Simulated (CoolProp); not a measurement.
Vapour-liquid equilibrium of n-butane (1) + benzene (2) at 5.34 bar; x and y are mole fractions of (1).

The numbers come from the multi-fluid Helmholtz-energy mixture model, Bücker 2006 and Thol 2012; pair parameters Bell 2016 in CoolProp.

| x | bubble temperature (°C) | y at the bubble point | dew temperature at overall composition x (°C) | liquid density (mol/L) |
|---|---|---|---|---|
| 0.05 | 134.0 | 0.241 | 143.5 | 9.522 |
| 0.2 | 105.2 | 0.658 | 136.1 | 9.754 |
| 0.35 | 86.5 | 0.825 | 127.8 | 9.821 |
| 0.5 | 74.6 | 0.898 | 118.0 | 9.773 |
| 0.65 | 66.6 | 0.939 | 105.9 | 9.654 |
| 0.8 | 60.4 | 0.966 | 89.8 | 9.496 |
| 0.95 | 54.8 | 0.991 | 64.1 | 9.323 |

No azeotrope shows between x = 0.05 and 0.95.

The pair parameters rest on a limited set of measurements; away from them the model extrapolates.
